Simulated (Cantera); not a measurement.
Cantera run, input and output.

```python
import numpy as np
import cantera as ct

gas = ct.Solution("gri30.yaml", transport_model="mixture-averaged")
show = ['C2H2', 'NO', 'CO2']

rows = []
print(f"{'T/K':>7s}{'rho':>11s}{'cp':>10s}{'mu':>11s}{'lambda':>11s}{'Pr':>7s}" + "".join(f"{'D_' + s:>11s}" for s in show))
for T in [400, 500, 600, 700, 800, 900, 1000, 1100]:
    gas.TPX = T, 100000, {'N2': 0.81, 'NO': 0.61}
    Pr = gas.cp_mass * gas.viscosity / gas.thermal_conductivity
    D = [gas.mix_diff_coeffs_mole[gas.species_index(s)] for s in show]
    rows.append([gas.density, gas.cp_mass, gas.viscosity, gas.thermal_conductivity, Pr, *D])
    print(f"{T:7g}{gas.density:11.4e}{gas.cp_mass:10.1f}{gas.viscosity:11.4e}"
          f"{gas.thermal_conductivity:11.4e}{Pr:7.3f}" + "".join(f"{d:11.4e}" for d in D))
print("SI units: kg/m3, J/kg/K, Pa s, W/m/K, m2/s")
```

Output:

```
    T/K        rho        cp         mu     lambda     Pr     D_C2H2       D_NO      D_CO2
    400 8.6806e-01    1025.2 2.2682e-05 3.2622e-02  0.713 2.8234e-05 3.4324e-05 2.6755e-05
    500 6.9445e-01    1039.3 2.6523e-05 3.8927e-02  0.708 4.1832e-05 5.0319e-05 3.9749e-05
    600 5.7870e-01    1059.2 3.0037e-05 4.5141e-02  0.705 5.7386e-05 6.8560e-05 5.4627e-05
    700 4.9603e-01    1082.9 3.3309e-05 5.1226e-02  0.704 7.4755e-05 8.8899e-05 7.1253e-05
    800 4.3403e-01    1108.0 3.6393e-05 5.7168e-02  0.705 9.3835e-05 1.1122e-04 8.9522e-05
    900 3.8580e-01    1132.2 3.9326e-05 6.2960e-02  0.707 1.1454e-04 1.3543e-04 1.0935e-04
   1000 3.4722e-01    1153.1 4.2133e-05 6.8604e-02  0.708 1.3680e-04 1.6146e-04 1.3067e-04
   1100 3.1566e-01    1169.1 4.4835e-05 7.4102e-02  0.707 1.6055e-04 1.8924e-04 1.5342e-04
SI units: kg/m3, J/kg/K, Pa s, W/m/K, m2/s
```

Cantera simulation using GRI-Mech 3.0 (53 species, 325 reactions); the numbers are that mechanism's predictions, not measurements. The composition is frozen, though it would react at the higher temperatures.
